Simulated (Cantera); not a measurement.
A Cantera script and its output.

```python
import numpy as np
import cantera as ct

gas = ct.Solution("gri30.yaml")


def delay(T, t_max=10):
    gas.TPX = T, 100000, {'H2': 1, 'O2': 0.294, 'N2': 1.11}
    reactor = ct.IdealGasConstPressureReactor(gas, clone=False)
    net = ct.ReactorNet([reactor])
    net.rtol, net.atol = 1e-8, 1e-16
    while net.time < t_max:
        t_old, T_old = net.time, reactor.T
        net.step()
        if reactor.T > T + 400:  # ignition: a rise of 400 K
            return t_old + (T + 400 - T_old) / (reactor.T - T_old) * (net.time - t_old)
    return np.nan


taus = []
for T in [1225, 1300, 1375, 1450, 1525]:
    taus.append(delay(T))
    print(f"T0 = {T:6g} K   tau = {taus[-1]:.4e} s")

# d ln(tau) / d ln(k), from doubling and halving each rate constant
T, sens = 1375, []
for i in range(gas.n_reactions):
    gas.set_multiplier(2.0, i)
    up = delay(T)
    gas.set_multiplier(0.5, i)
    down = delay(T)
    gas.set_multiplier(1.0, i)
    sens.append((np.log(up / down) / np.log(4.0), gas.reaction(i).equation))
sens.sort(key=lambda x: -abs(x[0]))
print(f"sensitivities at {T} K")
for s, eq in sens[:10]:
    print(f"{s:8.3f}  {eq}")
```

Output:

```
T0 =   1225 K   tau = 4.4484e-05 s
T0 =   1300 K   tau = 3.1940e-05 s
T0 =   1375 K   tau = 2.4708e-05 s
T0 =   1450 K   tau = 2.0392e-05 s
T0 =   1525 K   tau = 1.7819e-05 s
sensitivities at 1375 K
  -0.631  H + O2 <=> O + OH
  -0.109  H2 + O <=> H + OH
  -0.055  H + HO2 <=> H2 + O2
  -0.049  H2 + OH <=> H + H2O
  -0.049  H + O2 + H2O <=> HO2 + H2O
  -0.032  2 H + H2O <=> H2 + H2O
  -0.031  H + OH + M <=> H2O + M
  -0.014  2 H + M <=> H2 + M
  -0.008  H + O2 + M <=> HO2 + M
  -0.007  H + O2 + N2 <=> HO2 + N2
```

Cantera simulation using GRI-Mech 3.0 (53 species, 325 reactions); the numbers are that mechanism's predictions, not measurements. Where the delays flatten at high temperature, the 400 K rule measures the pace of heat release, not the induction time.
